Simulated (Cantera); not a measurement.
A Cantera script and what it prints.

```python
import numpy as np
import cantera as ct

gas_names = [...]  # 95 gases of nasa_gas.yaml made of C, F, H
cond_names = """
    C(gr) C6H6(L) C7H8(L) C8H18(L),n-octa
""".split()


# ... load() reads the species with a 1 bar reference pressure and builds the phases ...
atoms = {
    'C2F6': {'C': 2, 'F': 6},
    'H2': {'H': 2},
}
top_T = {'C(gr)': 4500}  # K; cautious upper limits of use, not melting points


# ... equilibrate(T, P, feed) seeds the gas with the atoms and calls Mixture.equilibrate('TP', solver="vcs", rtol=1e-11, max_steps=5000) ...
results = []
feed = {'C2F6': 1, 'H2': 1.5}  # mol
T = 600  # K
P = 160  # Pa
mix = equilibrate(T, P, feed)
results.append((T, P, feed, dict(zip(mix.species_names, mix.species_moles))))
print(gas.report(threshold=1e-06))
for i in range(1, mix.n_phases):
    print(f"{mix.phase(i).name:16s} {mix.phase_moles(i):12.5e} mol")
```

Output:

```
       temperature   600 K
          pressure   160 Pa
           density   0.0010778 kg/m^3
  mean mol. weight   33.606 kg/kmol
   phase of matter   gas

                          1 kg             1 kmol
                     ---------------   ---------------
          enthalpy       -1.1696e+07       -3.9305e+08  J
   internal energy       -1.1844e+07       -3.9803e+08  J
           entropy            8203.9         2.757e+05  J/K
    Gibbs function       -1.6618e+07       -5.5847e+08  J
 heat capacity c_p            1212.8             40757  J/K
 heat capacity c_v            965.38             32442  J/K

                      mass frac. Y      mole frac. X     chem. pot. / RT
                     ---------------   ---------------   ---------------
               CF4           0.52374               0.2            -228.2
                HF           0.47626               0.8           -82.884
     [  +93 minor]        5.2302e-07         4.365e-07

C(gr)             1.25000e+00 mol
```

Equilibrium computed with Cantera from the NASA thermochemical tables; the gas is ideal and each condensed phase is pure. The feed counts by its element totals alone. Condensed phases not in the tables: fluorocarbon polymer. Gases not in the tables: C2F6 and larger saturated fluorocarbons.
